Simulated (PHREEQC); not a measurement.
Consider water at 20 °C with 0.0013 mol/kgw TMAH and 0.00022 mol/kgw Na2CO3. Closed to the air; pH follows from the charge balance.

All values are PHREEQC results (ion-association model, phreeqc.dat), not measurements.

Each row changes one thing in this solution. No solid was allowed to form.

```tsv
case	pH	ionic strength (mol/kgw)
as made	11.27	0.00194
TMAH left out	10.24	0.000536
Na2CO3 from 0.00022 to 0.00033 mol/kgw	11.27	0.00225
4.8e-05 mol/kgw HBr added	11.25	0.00194
temperature from 20 to 65 °C	10.03	0.00184
0.0008 mol/kgw NaHCO3 added	10.97	0.00336
diluted 2-fold with water	10.98	0.000959
Na2CO3 replaced by NaHCO3 at the same molality	11.19	0.00171
Na2CO3 left out	11.26	0.00130
```

(CH3)4N+ isn't in the database: it is added as a free cation with an ion size of 4 Å. At this temperature some constants are extrapolated from 25 °C, and those without enthalpy data are left unchanged.
